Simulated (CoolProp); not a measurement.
Vapour-liquid equilibrium of CHF3 (R23) (1) + R13 (2) at 0.404 MPa; x and y are mole fractions of (1).

The numbers come from the multi-fluid Helmholtz-energy mixture model, Penoncello 2003 and Platzer 1990; pair parameters Bell 2016 in CoolProp. This equation is an older, rougher fit; its heat capacities, sound speeds and derivatives of the liquid may be far off and weren't checked against measurements.

**Question.** Give the bubble temperature and the first vapour's composition at x = 0.15, 0.25, 0.35. Is there an azeotrope?

**Answer.** x = 0.15: 216.9 K, y = 0.280; x = 0.25: 215.3 K, y = 0.377; x = 0.35: 214.4 K, y = 0.446. y crosses x between x = 0.55 and 0.65: the model has an azeotrope there.

Pair parameters are fitted to limited data, so mixtures are less certain than the pure fluids.
